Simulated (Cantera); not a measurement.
A perfectly stirred reactor is fed with CH₄ : O₂ : N₂ = 1 : 1.33 : 5.01 (molar parts), at 0.355 atm; it is adiabatic with a 450 K inlet, and is followed from long to short residence time, starting on the burning branch (τ in s: 0.11, 0.055, 0.028, 0.015, 0.0077, 0.004, 0.0021, 0.0011, 0.00056, 0.00029, 0.00015, 7.8e-05, 4e-05).

Cantera simulation using GRI-Mech 3.0 (53 species, 325 reactions); the numbers are that mechanism's predictions, not measurements.

```json
[
 {"quantity": "blow-out, bracketed by the residence times tried", "before": "burning at 1.10 ms, out at 0.560 ms", "after": "burning at 0.560 ms, out at 0.290 ms"},
 {"quantity": "x(CH₄) at τ = 0.110 s", "before": "0.000135", "after": "0.000437"},
 {"quantity": "x(O₂) at τ = 0.110 s", "before": "0.000136", "after": "0.000150"},
 {"quantity": "x(N₂O) at τ = 0.110 s", "before": "1.81e-8", "after": "1.96e-8"},
 {"quantity": "x(HCO) at τ = 0.110 s", "before": "1.68e-7", "after": "9.55e-8"},
 {"quantity": "x(H) at τ = 0.110 s", "before": "0.00251", "after": "0.00107"},
 {"quantity": "x(CH₄) at τ = 2.10 ms", "before": "0.00166", "after": "0.00230"},
 {"quantity": "x(O₂) at τ = 2.10 ms", "before": "0.00375", "after": "0.00334"},
 {"quantity": "x(N₂O) at τ = 2.10 ms", "before": "4.19e-8", "after": "4.22e-8"},
 {"quantity": "x(HCO) at τ = 2.10 ms", "before": "5.27e-6", "after": "2.71e-6"},
 {"quantity": "x(H) at τ = 2.10 ms", "before": "0.00412", "after": "0.00232"}
]
```

Task: Name the change that produced these shifts.
A) pressure from 0.355 atm to 0.691 atm
B) CH4 1 to 1.5 parts
C) pressure from 0.355 atm to 14.8 atm
D) CH4 1 to 1.3 parts

Result: A, pressure from 0.355 atm to 0.691 atm
